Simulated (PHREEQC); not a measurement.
A solution holds 0.0014 mol/kgw MgCl2, at 55 °C and 100 atm. Closed to the air; pH follows from the charge balance.

Equilibrium calculation in PHREEQC: ion-association model, phreeqc.dat.

This is a speciation only: nothing precipitates in the calculation.

Q: What specific conductance does the model give?

A: specific conductance 593 µS/cm.

Under pressure, the constants of complexes without a molar volume in the database are unreliable. At this temperature some constants are extrapolated from 25 °C, and those without enthalpy data are left unchanged.
